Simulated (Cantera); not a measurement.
A closed system holds: 1 mol CH3F, 1 mol HCl, 0.66 mol H2, equilibrated at 1525 K.

Equilibrium computed with Cantera from the NASA thermochemical tables; the gas is ideal and each condensed phase is pure. Candidate condensed phases: C, C6H6, C7H8, C8H18; 118 gas species. The numbers say what is thermodynamically allowed, not how fast it happens.

x: gas mole fraction; n: condensed amount in mol.

| P (Pa) | x H2 | x HF | x HCl | x H | x Cl | n C(graphite) |
|---|---|---|---|---|---|---|
| 1 | 0.451 | 0.272 | 0.270 | 0.00502 | [?] | 1.000 |
| 10 | 0.453 | 0.273 | 0.272 | 0.00159 | [?] | 1.000 |
| 100 | 0.453 | 0.273 | 0.273 | 0.000504 | [?] | 1.000 |
| 1000 | 0.453 | 0.273 | 0.273 | 0.000159 | [?] | 1.000 |
| 10000 | 0.453 | 0.273 | 0.273 | 5.04e-5 | [?] | 1.000 |
| 100000 | 0.453 | 0.273 | 0.273 | 1.59e-5 | [?] | 0.998 |

Task: What belongs in the gaps?

Result: 
- 1, x Cl: 0.00241
- 10, x Cl: 0.000768
- 100, x Cl: 0.000243
- 1000, x Cl: 7.70e-5
- 10000, x Cl: 2.43e-5
- 100000, x Cl: 7.71e-6
